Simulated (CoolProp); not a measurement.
Properties of benzene along the isotherm 620 K.

The numbers come from the reference Helmholtz-energy equation of state, Thol 2012 in CoolProp.

```
p (bar)          phase  cp (kJ/(kg K))  speed of sound (m/s)  Joule-Thomson coefficient (K/MPa)  isothermal compressibility (1/MPa)  viscosity (µPa s)  Prandtl number
-------  -------------  --------------  --------------------  ---------------------------------  ----------------------------------  -----------------  --------------
32.7               gas           2.303                 221.1                              6.829                              0.3821               16.1           0.787
65.4     supercritical           3.148                 170.3                              8.766                              0.2993               21.1            1.14
98.1     supercritical           3.565                 199.5                              3.889                              0.1137               40.7            2.10
131      supercritical           2.973                 291.9                              1.489                             0.03652               53.8            2.19
164      supercritical           2.786                     ?                             0.8003                             0.02040               62.1            2.23
196      supercritical           2.695                 417.8                             0.4871                             0.01411               68.3            2.27
229      supercritical           2.637                 466.3                             0.2987                             0.01066               73.7            2.30
262      supercritical               ?                 508.7                             0.1758                            0.008552               78.4            2.33
294      supercritical           2.570                 545.6                            0.09144                            0.007175               82.7            2.35
327      supercritical           2.548                 580.1                                  ?                            0.006155               86.7            2.38
360      supercritical           2.530                 611.8                           -0.02358                            0.005390               90.5            2.40
393      supercritical           2.516                 641.3                           -0.06343                            0.004795               94.1            2.42
425      supercritical           2.504                 668.1                           -0.09498                            0.004333               97.4            2.44
458      supercritical           2.494                 694.0                            -0.1220                            0.003943                101            2.46
491      supercritical           2.486                 718.6                            -0.1448                            0.003618                  ?            2.48
```

**Question.** Fill in the missing entries.

**Answer.** 
- 164, speed of sound (m/s): 362.5
- 262, cp (kJ/(kg K)): 2.598
- 327, Joule-Thomson coefficient (K/MPa): 0.02653
- 491, viscosity (µPa s): 104

The peak of cp marks the crossing from liquid-like to gas-like fluid above the critical point.

Viscosity comes from a separate model (Avgeri 2014). Thermal conductivity comes from a separate model (Assael 2012).
